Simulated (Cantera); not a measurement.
Feed: 1 mol MgSO₄, 0.21 mol O₂, at 10.0 Pa.

Method: chemical equilibrium by Gibbs-energy minimisation in Cantera with the NASA 1993 tables (ideal gas, pure condensed phases). Candidate condensed phases: Mg, MgO, MgS, MgSO₄, S; 14 gas species. Kinetics and transport are ignored.

Problem. At 1925 K, list the 6 most abundant gas species with their mole fractions, and the condensed phases.

Solution. SO₂ 0.568, O₂ 0.400, O 0.0233, SO 0.00658, Mg 0.00126, MgO 4.46e-5. Condensed: MgO(s).
